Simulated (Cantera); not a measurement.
Feed: 1 mol CH3SiCl3, 1.4 mol HCl, 3.7 mol H2, held at 2075 K and 0.133 bar.

These are equilibrium values from Cantera (NASA tables, ideal gas, pure condensed phases), not measurements of a reactor. Candidate condensed phases: C, C6H6, C7H8, C8H18, Si, SiC; 109 gas species. The feed counts by its element totals alone. The tables' values for SiCl3, SiCl are old estimates; treat these amounts as uncertain. Rates play no part.

Q: What is the equilibrium state?

A: 
| Quantity | Result |
|---|---|
| x(H2) | 0.512 |
| x(HCl) | 0.422 |
| x(SiCl2) | 0.0547 |
| x(H) | 0.00522 |
| x(Cl) | 0.00317 |
| x(SiCl3) | 0.00210 |
| x(C2H2 (acetylene)) | 0.000635 |
| x(SiCl) | 0.000247 |
| x(SiCl4) | 8.30e-5 |
| n(C(graphite)) | 0.455 mol |
| n(SiC(s)) | 0.534 mol |
| gas amount | 8.126 mol |
| log10 activity of Si(l) (absent) | -1.14 |
